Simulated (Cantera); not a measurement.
Feed: 1 mol FeS2, 0.23 mol H2S, 6.5 mol H2O, held at 1100000 Pa.

Equilibrium computed with Cantera from the NASA thermochemical tables; the gas is ideal and each condensed phase is pure. Candidate condensed phases: Fe, FeO, Fe(OH)2, Fe(OH)3, FeS, FeSO4, FeS2, Fe2O3, Fe2(SO4)3, Fe3O4, H2O, H2SO4, S; 22 gas species. FeS: taken at fixed stoichiometry. Gases not in the tables: S3 to S7. Kinetics and transport are ignored.

x: gas mole fraction; n: condensed amount in mol.

| T (°C) | x H2O | x H2S | x H2 | x SO2 | x S2 | x S2O | x SH | n FeS2(s) | n FeS(s) | n FeS(l) |
|---|---|---|---|---|---|---|---|---|---|---|
| 525 | 0.965 | 0.0338 | 0.000919 | 0.000286 | 2.87e-5 | 7.94e-7 | ? | 1.00 | 0 | 0 |
| 600 | 0.954 | 0.0407 | 0.00106 | 0.00386 | 0.000317 | 1.68e-5 | ? | 0.924 | 0.0757 | 0 |
| 675 | 0.860 | 0.0982 | 0.00145 | 0.0332 | 0.00695 | 0.000477 | ? | 0.204 | 0.796 | 0 |
| 750 | 0.837 | 0.108 | 0.00278 | 0.0390 | 0.0122 | 0.000760 | ? | 0 | 1.00 | 0 |
| 825 | 0.837 | 0.104 | 0.00506 | 0.0381 | 0.0145 | 0.000830 | ? | 0 | 1.00 | 0 |
| 900 | 0.836 | 0.0998 | 0.00848 | 0.0376 | 0.0167 | 0.000893 | ? | 0 | 1.00 | 0 |
| 975 | 0.834 | 0.0950 | 0.0133 | 0.0376 | 0.0188 | 0.000954 | ? | 0 | 1.000 | 0 |
| 1050 | 0.830 | 0.0898 | 0.0196 | 0.0381 | 0.0208 | 0.00101 | ? | 0 | 1.000 | 0 |
| 1125 | 0.825 | 0.0842 | 0.0274 | 0.0392 | 0.0226 | 0.00107 | ? | 0 | 1.000 | 0 |
| 1200 | 0.818 | 0.0783 | 0.0366 | 0.0409 | 0.0242 | 0.00113 | ? | 0 | 0 | 1.000 |
| 1275 | 0.810 | 0.0723 | 0.0471 | 0.0431 | 0.0255 | 0.00119 | ? | 0 | 0 | 1.000 |

Question: Some entries are withheld; supply them.

Answer: 
- 525, x SH: 1.37e-8
- 600, x SH: 1.29e-7
- 675, x SH: 1.59e-6
- 750, x SH: 5.83e-6
- 825, x SH: 1.56e-5
- 900, x SH: 3.66e-5
- 975, x SH: 7.69e-5
- 1050, x SH: 0.000147
- 1125, x SH: 0.000261
- 1200, x SH: 0.000432
- 1275, x SH: 0.000675
